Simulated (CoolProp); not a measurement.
R134a along the isotherm 197.2 K: density (kg/m³) from the reference equation and from simpler models built on Tc = 374.2 K, pc = 40.59 bar, ω = 0.327; each cubic takes its own stable root.

Computed with CoolProp (reference Helmholtz-energy equation of state, Tillner-Roth 1994).

```json
[
 {"p (bar)": "36.9", "phase": "liquid", "reference": "1524", "van der Waals": "871.5", "Soave-Redlich-Kwong": "(withheld)"},
 {"p (bar)": "73.8", "phase": "liquid", "reference": "(withheld)", "van der Waals": "882.1", "Soave-Redlich-Kwong": "1326"},
 {"p (bar)": "111", "phase": "liquid", "reference": "1534", "van der Waals": "(withheld)", "Soave-Redlich-Kwong": "(withheld)"},
 {"p (bar)": "148", "phase": "liquid", "reference": "1540", "van der Waals": "899.4", "Soave-Redlich-Kwong": "1337"},
 {"p (bar)": "185", "phase": "liquid", "reference": "1545", "van der Waals": "(withheld)", "Soave-Redlich-Kwong": "1341"},
 {"p (bar)": "221", "phase": "liquid", "reference": "1549", "van der Waals": "912.7", "Soave-Redlich-Kwong": "1345"},
 {"p (bar)": "258", "phase": "liquid", "reference": "1554", "van der Waals": "918.5", "Soave-Redlich-Kwong": "1350"},
 {"p (bar)": "295", "phase": "liquid", "reference": "1558", "van der Waals": "(withheld)", "Soave-Redlich-Kwong": "1354"},
 {"p (bar)": "332", "phase": "liquid", "reference": "1563", "van der Waals": "928.6", "Soave-Redlich-Kwong": "1357"},
 {"p (bar)": "369", "phase": "liquid", "reference": "1567", "van der Waals": "933.0", "Soave-Redlich-Kwong": "1361"}
]
```

Question: What belongs in the gaps?

Answer: 
- 36.9, Soave-Redlich-Kwong: 1321
- 73.8, reference: 1529
- 111, van der Waals: 891.4
- 111, Soave-Redlich-Kwong: 1332
- 185, van der Waals: 906.5
- 295, van der Waals: 923.7
